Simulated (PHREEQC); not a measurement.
Dissolve 0.00175 mol/kgw FeCl3 at 90 °C. Closed to the air; pH follows from the charge balance.

Equilibrium calculation in PHREEQC: ion-association model, wateq4f.dat.

The ionic strength comes out as 0.00628 mol/kgw. What activity coefficients do Fe2(OH)2+4, FeOH+2, H+, Cl-, Fe(OH)2+ get?

Fe2(OH)2+4 0.21, FeOH+2 0.69, H+ 0.92, Cl- 0.91, Fe(OH)2+ 0.91.

No solid was allowed to form. Examples of supersaturated solids here: Hematite (slow to form), Goethite (slow to form). Others may be too. Away from 25 °C the constants follow the database's enthalpies or fits; those with neither stay at their 25 °C values.
